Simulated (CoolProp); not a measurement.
Values from CoolProp's reference Helmholtz-energy equation of state, Thol 2022.

For vinyl chloride, give the phase and the Z, cp (kJ/(kg K)), speed of sound (m/s), isothermal compressibility (1/MPa) at 156.85 °C and 100 bar; 156.85 °C and 160 bar.


- 156.85 °C and 100 bar: supercritical; Z 0.286, cp 2.26, speed of sound 352, isothermal compressibility 0.0274
- 156.85 °C and 160 bar: supercritical; Z 0.413, cp 1.85, speed of sound 471, isothermal compressibility 0.0114
